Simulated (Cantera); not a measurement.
A closed system holds: 1 mol Fe₃O₄, 4.9 mol CO, 1.2 mol CH₄, held at 2252 °C and 1500 Pa.

These are equilibrium values from Cantera (NASA tables, ideal gas, pure condensed phases), not measurements of a reactor. Candidate condensed phases: C, C₆H₆, C₇H₈, C₈H₁₈, Fe, Fe(CO)₅, FeO, Fe(OH)₂, Fe(OH)₃, Fe₂O₃, Fe₃O₄, H₂O; 114 gas species. The numbers say what is thermodynamically allowed, not how fast it happens.

Base state: CO 0.415, Fe 0.231, H₂O 0.0904, CO₂ 0.0870, H₂ 0.0688, H 0.0600, OH 0.0168, FeO 0.0162 (mole fractions); condensed: gas only.

### Question
What changes in the equilibrium state with this change: CO from 4.9 to 0.79 mol?

### Answer
```
species   before     after
-------  -------  --------
Fe         0.231     0.336
CO         0.415     0.185
H₂O       0.0904     0.173
O₂       0.00517    0.0141
FeO       0.0162    0.0390
OH        0.0168    0.0298
O        0.00962    0.0159
CO₂       0.0870    0.0638
H₂        0.0688    0.0797
H         0.0600    0.0646
Fe(OH)₂  5.62e-5  0.000258
```
